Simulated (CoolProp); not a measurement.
Nitrous oxide along the isobar 7.75 MPa: fugacity coefficient from the reference equation and from simpler models built on Tc = 309.5 K, pc = 7.245 MPa, ω = 0.161; each cubic takes its own stable root.

Computed with CoolProp (reference Helmholtz-energy equation of state, Lemmon 2006). It is a short technical equation, of lower accuracy than the large ones.

```
T (K)          phase  reference
-----  -------------  ---------
284.1         liquid     0.4265
314.9  supercritical     0.6585
345.8  supercritical     0.7562
376.6  supercritical     0.8176
407.5  supercritical     0.8616
438.3  supercritical     0.8941
469.2  supercritical     0.9190
500    supercritical     0.9381
```

Task: How far does each simpler model (van der Waals, Redlich-Kwong, Soave-Redlich-Kwong, Peng-Robinson) lie from the reference over these 8 states: mean and median of the absolute difference, and the worst?

Result: 
- van der Waals: mean 5.0 %, median 2.4 %, worst +24.6 % at 284.1 K and 7.75 MPa
- Redlich-Kwong: mean 1.8 %, median 1.2 %, worst +7.2 % at 284.1 K and 7.75 MPa
- Soave-Redlich-Kwong: mean 1.3 %, median 1.1 %, worst +2.7 % at 284.1 K and 7.75 MPa
- Peng-Robinson: mean 1.7 %, median 1.6 %, worst -2.6 % at 314.9 K and 7.75 MPa
